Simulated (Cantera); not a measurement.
Input: 1 mol SiH₂Cl₂, a varied amount of HCl, 8.4 mol H₂, 0.01 mol C₂H₄, equilibrated at 1475 °C and 0.300 bar.

These are equilibrium values from Cantera (NASA tables, ideal gas, pure condensed phases), not measurements of a reactor. Candidate condensed phases: C, C₆H₆, C₇H₈, C₈H₁₈, Si, SiC; 109 gas species. Mutual solubility and eutectic melting of coexisting phases are not modelled. Gases not in the tables: Si₂H₆ and higher silanes. Kinetics and transport are ignored.

Question: Which condensed phases are stable at each of these points (n(HCl) (mol)): 0.43, 0.66, 0.88, 1.1, 1.3, 1.5, 1.8?

Answer: 
```csv
n(HCl) (mol),condensed phases,Si condensed (%)
0.43,Si(l) + SiC(s),41.3
0.66,Si(l) + SiC(s),34.0
0.88,Si(l) + SiC(s),26.9
1.1,Si(l) + SiC(s),19.8
1.3,Si(l) + SiC(s),13.2
1.5,Si(l) + SiC(s),6.5
1.8,SiC(s),2.0
```

From 0.43 mol HCl to 1.5 mol HCl the condensed part is Si(l) + SiC(s). At 1.8 mol HCl the condensed part is SiC(s).
